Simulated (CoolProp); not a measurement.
Saturation properties of sulfur hexafluoride.

The numbers come from the reference Helmholtz-energy equation of state, Guder 2009 in CoolProp.

```tsv
T (K)	p (bar)	liquid density (kg/m³)	enthalpy of vaporisation (kJ/kg)	vapour Z	liquid conductivity (mW/(m K))
247.9	5.798	1717	99.32	0.8659	69.7
251.8	6.599	1695	97.25	0.8532	68.5
255.8	7.502	1671	95.03	0.8392	67.3
259.7	8.469	1647	92.76	0.8248	66.1
263.7	9.552	1622	90.32	0.8091	64.8
267.7	10.74	1596	87.76	0.7924	63.5
271.6	11.99	1569	85.11	0.7751	62.2
275.6	13.39	1540	82.24	0.7563	60.9
279.5	14.86	1511	79.27	0.7367	59.6
283.5	16.49	1479	76.01	0.7152	58.2
```

Thermal conductivity comes from a separate model (Assael 2012).
